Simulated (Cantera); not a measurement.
Input (Python, Cantera) and output of one run.

```python
import numpy as np
import cantera as ct

gas_names = """
    Fe H H2 H2S N NH NH2 NH3 N2 N2H2 N2H4 S SH SN S2 S8
""".split()
cond_names = """
    Fe(a) Fe(c) Fe(d) Fe(L) FeS(a) FeS(b) FeS(c) FeS(L) FeS2(s) S(cr1) S(cr2) S(L)
""".split()


# ... load() reads the species with a 1 bar reference pressure and builds the phases ...
atoms = {
    'FeS2': {'Fe': 1, 'S': 2},
    'H2': {'H': 2},
    'N2': {'N': 2},
}
top_T = {'FeS2(s)': 1010}  # K; cautious upper limits of use, not melting points


# ... equilibrate(T, P, feed) seeds the gas with the atoms and calls Mixture.equilibrate('TP', solver="vcs", rtol=1e-11, max_steps=5000) ...
results = []
feed = {'FeS2': 1, 'H2': 0.42, 'N2': 1.8}  # mol
T = 2273  # K
P = 101325  # Pa
mix = equilibrate(T, P, feed)
results.append((T, P, feed, dict(zip(mix.species_names, mix.species_moles))))
print(gas.report(threshold=0.0001))
for i in range(1, mix.n_phases):
    print(f"{mix.phase(i).name:16s} {mix.phase_moles(i):12.5e} mol")
```

Output:

```
       temperature   2273 K
          pressure   1.0132e+05 Pa
           density   0.16523 kg/m^3
  mean mol. weight   30.818 kg/kmol
   phase of matter   gas

                          1 kg             1 kmol
                     ---------------   ---------------
          enthalpy         3.038e+06        9.3625e+07  J
   internal energy        2.4248e+06        7.4726e+07  J
           entropy            8588.3        2.6467e+05  J/K
    Gibbs function       -1.6483e+07       -5.0797e+08  J
 heat capacity c_p            1204.2             37110  J/K
 heat capacity c_v            934.39             28796  J/K

                      mass frac. Y      mole frac. X     chem. pot. / RT
                     ---------------   ---------------   ---------------
                Fe         0.0032568         0.0017972           -9.3978
                 H        9.7698e-05         0.0029869           -10.969
                H2         0.0083803           0.12811           -21.937
               H2S          0.017781          0.016081           -35.664
                N2           0.60199           0.66224           -27.779
                 S         0.0064435         0.0061939           -13.726
                SH          0.018983          0.017692           -24.695
                S2             0.343           0.16486           -27.452
     [   +8 minor]        6.3384e-05        4.2784e-05

Fe(L)             0.00000e+00 mol
FeS(L)            9.95115e-01 mol
S(L)              0.00000e+00 mol
```

These are equilibrium values from Cantera (NASA tables, ideal gas, pure condensed phases), not measurements of a reactor. FeS: taken at fixed stoichiometry.
